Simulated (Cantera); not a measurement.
A perfectly stirred reactor is fed with H2 : O2 : N2 = 1.1 : 1 : 6.5 (molar parts), at 413 Torr; it is held at 1400 K, and followed from long to short residence time.

Detailed kinetics in Cantera: the H2/O2 subset of GRI-Mech 3.0, which has no nitrogen chemistry. The temperature is held fixed by assumption; the heat of reaction is taken as removed at once.

Q: What does this change do: temperature 1400 to 975 K?

A: 
```json
[
 {"quantity": "x(H2) at τ = 1.00 s", "before": "7.14e-5", "after": "0.00787"},
 {"quantity": "x(O2) at τ = 1.00 s", "before": "0.0558", "after": "0.0596"},
 {"quantity": "x(H2O) at τ = 1.00 s", "before": "0.136", "after": "0.128"},
 {"quantity": "x(HO2) at τ = 1.00 s", "before": "1.45e-6", "after": "3.13e-5"},
 {"quantity": "x(H2O2) at τ = 1.00 s", "before": "1.36e-7", "after": "5.84e-5"},
 {"quantity": "x(H2) at τ = 37.0 ms", "before": "0.000631", "after": "0.0138"},
 {"quantity": "x(O2) at τ = 37.0 ms", "before": "0.0558", "after": "0.0624"},
 {"quantity": "x(H2O) at τ = 37.0 ms", "before": "0.135", "after": "0.122"},
 {"quantity": "x(HO2) at τ = 37.0 ms", "before": "7.87e-6", "after": "4.33e-5"},
 {"quantity": "x(H2O2) at τ = 37.0 ms", "before": "5.56e-7", "after": "1.03e-5"}
]
```

Q: What does this change do: H2 1.1 to 0.13 parts?

A: 
```
quantity                  before    after
----------------------  --------  -------
x(H2) at τ = 1.00 s      7.14e-5  1.07e-5
x(O2) at τ = 1.00 s       0.0558    0.124
x(H2O) at τ = 1.00 s       0.136   0.0171
x(HO2) at τ = 1.00 s     1.45e-6  4.80e-7
x(H2O2) at τ = 1.00 s    1.36e-7  2.22e-8
x(H2) at τ = 37.0 ms    0.000631  8.46e-5
x(O2) at τ = 37.0 ms      0.0558    0.123
x(H2O) at τ = 37.0 ms      0.135   0.0169
x(HO2) at τ = 37.0 ms    7.87e-6  2.77e-6
x(H2O2) at τ = 37.0 ms   5.56e-7  1.05e-7
```
